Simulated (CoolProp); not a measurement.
Computed with CoolProp (reference Helmholtz-energy equation of state, Platzer 1990). This equation is an older, rougher fit; its heat capacities, sound speeds and derivatives of the liquid may be far off and weren't checked against measurements.

Question: Give the vapour pressure (MPa), liquid density (kg/m³), vapour density (kg/m³), liquid viscosity (µPa s) of saturated CF4 (R14) at -140.05, -123.65 °C.

Answer: 
```tsv
T (°C)	p (MPa)	liquid density (kg/m³)	vapour density (kg/m³)	liquid viscosity (µPa s)
-140.05	0.0399	1670	3.23	296
-123.65	0.137	1580	10.1	216
```

Viscosity comes from a separate model (Huber 2003), an estimate that may be off by 10 % or more.
